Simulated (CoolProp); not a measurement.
Vapour-liquid equilibrium of dimethyl carbonate (1) + n-nonane (2) at 0.789 MPa; x and y are mole fractions of (1).

Computed with CoolProp (multi-fluid Helmholtz-energy mixture model, Zhou 2011 and Lemmon 2006; pair parameters Bell 2016).

Q: Give the bubble temperature and the first vapour's composition at x = 0.35, 0.425, 0.8. Is there an azeotrope?

A: x = 0.35: 193.9 °C, y = 0.707; x = 0.425: 188.7 °C, y = 0.755; x = 0.8: 175.5 °C, y = 0.896. No azeotrope shows between x = 0.05 and 0.95.

Pair parameters are fitted to limited data, so mixtures are less certain than the pure fluids.
